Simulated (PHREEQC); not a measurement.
A column of 1 m (40 cells, dispersivity 0.035 m, 3600 s a shift, diffusion coefficient 3e-10 m²/s) holds 0.04 eq of the database's cation exchanger X per kg of pore water, first in equilibrium with 0.015 mol/kgw MgSO4, 0.0077 mol/kgw KCl and 1e-05 mol/kgw HCl. It is flushed with 0.00043 mol (NH4)2SO4, 0.021 mol CaCl2 and 1e-05 mol HCl per kg of water, at 40 °C. Values are for the last cell. CO2 from the air is kept out. No solid was allowed to form.

The numbers come from PHREEQC with the ion-association model, phreeqc.dat.

Task: Predict Ca in solution (mol/kgw), K in solution (mol/kgw) at pore volumes = 1.887, 3.138.

Result: 
| pore volumes | Ca in solution (mol/kgw) | K in solution (mol/kgw) |
|---|---|---|
| 1.887 | 0.0103 | 0.00230 |
| 3.138 | 0.0208 | 2.40e-5 |

Complexes and solids missing from the database can't appear. Away from 25 °C the constants follow the database's enthalpies or fits; those with neither stay at their 25 °C values.
